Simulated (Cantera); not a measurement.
Cantera with NASA thermochemical tables; ideal gases at 1 bar, condensed phases pure. Values are per mole of reaction as written; species without (g) are pure solids or liquids, kept so even where they would boil at 1 bar.

2 TiCl3(g) + 3 TiOCl2(g) = Ti2O3 + 3 TiCl4

```
T (K)  ΔH° (kJ)  ΔS° (J/K)  ΔG° (kJ)  log10 K
-----  --------  ---------  --------  -------
300     -1217.7     -760.9    -989.4   172.27
498         [?]        [?]       [?]      [?]
508         [?]        [?]       [?]      [?]
518     -1178.8     -664.2    -834.8    84.17
528     -1177.1     -660.9    -828.1    81.92
538     -1175.3     -657.6    -821.5    79.76
548     -1173.6     -654.4    -815.0    77.68
```

Task: What belongs in the gaps?

Result: 
- 498, ΔH° (kJ): -1182.3
- 498, ΔS° (J/K): -671.0
- 498, ΔG° (kJ): -848.1
- 498, log10 K: 88.96
- 508, ΔH° (kJ): -1180.5
- 508, ΔS° (J/K): -667.6
- 508, ΔG° (kJ): -841.4
- 508, log10 K: 86.52
